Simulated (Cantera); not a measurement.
An isothermal, constant-pressure homogeneous reactor starts with 7.56 % H2, 28.0 % O2, 64.4 % N2, at 950 K and 20.0 Torr.

Cantera simulation using GRI-Mech 3.0 (53 species, 325 reactions); the numbers are that mechanism's predictions, not measurements. Radical loss at walls, strong at low pressure, is not modelled. The temperature is held fixed by assumption; the heat of reaction is taken as removed at once.

One state of this run: x H2 = 7.57e-9; x O2 = 0.252; x NO = 3.75e-7; x H = 9.98e-11; x H2O = 0.0786; x H2O2 = 2.08e-9; x N2O = 4.44e-9. x: mole fraction; the columns are a selection and need not sum to one.

### Question
Which value of t (s) does it belong to?
(A) 10.0
(B) 0.00632
(C) 0.525
(D) 0.000332

### Answer
A, 10.0
